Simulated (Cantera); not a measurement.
A perfectly stirred reactor is fed with 27.8 % CH4, 72.2 % H2, at 1.00 bar; it is held at 1500 K, and followed from long to short residence time.

Model: GRI-Mech 3.0 (53 species, 325 reactions), integrated in Cantera. GRI-Mech 3.0 stops at C3 and has no aromatics, soot or wall deposition, so with more carbon than oxygen in the feed, carbon stays in small species such as C2H2 where larger ones or solid carbon would form.

Question: Predict: x(CH4) at τ = 18.0 s; x(H2) at τ = 18.0 s; x(H) at τ = 18.0 s; x(C2H6) at τ = 18.0 s; x(CH4) at τ = 71.0 ms; x(H2) at τ = 71.0 ms; x(CH2) at τ = 71.0 ms; x(H) at τ = 71.0 ms; x(C2H6) at τ = 71.0 ms.

Answer: 
```
Item                       Value
----------------------  --------
x(CH4) at τ = 18.0 s       0.138
x(H2) at τ = 18.0 s        0.806
x(H) at τ = 18.0 s       1.57e-5
x(C2H6) at τ = 18.0 s    7.47e-5
x(CH4) at τ = 71.0 ms      0.263
x(H2) at τ = 71.0 ms       0.731
x(CH2) at τ = 71.0 ms    1.01e-9
x(H) at τ = 71.0 ms      1.12e-5
x(C2H6) at τ = 71.0 ms  0.000102
```
